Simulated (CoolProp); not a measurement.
Vinyl chloride along the isobar 0.927 MPa: Z from the reference equation and from simpler models built on Tc = 425.0 K, pc = 5.600 MPa, ω = 0.160; each cubic takes its own stable root.

Model: reference Helmholtz-energy equation of state, Thol 2022, in CoolProp.

```csv
T (K),phase,reference
145.7,liquid,0.04067
159.3,liquid,0.03806
172.9,liquid,0.03586
186.4,liquid,0.03401
200,liquid,0.03241
213.6,liquid,0.03104
227.1,liquid,0.02986
240.7,liquid,0.02884
254.3,liquid,0.02796
267.8,liquid,0.02721
281.4,liquid,0.02658
295,liquid,0.02606
308.5,liquid,0.02566
322.1,liquid,0.02537
```

### Question
How far does each simpler model (Redlich-Kwong, Peng-Robinson) lie from the reference over these 14 states: mean and median of the absolute difference, and the worst?

### Answer
- Redlich-Kwong: mean 9.9 %, median 9.6 %, worst +12.4 % at 145.7 K and 0.927 MPa
- Peng-Robinson: mean 3.7 %, median 4.4 %, worst -5.3 % at 281.4 K and 0.927 MPa
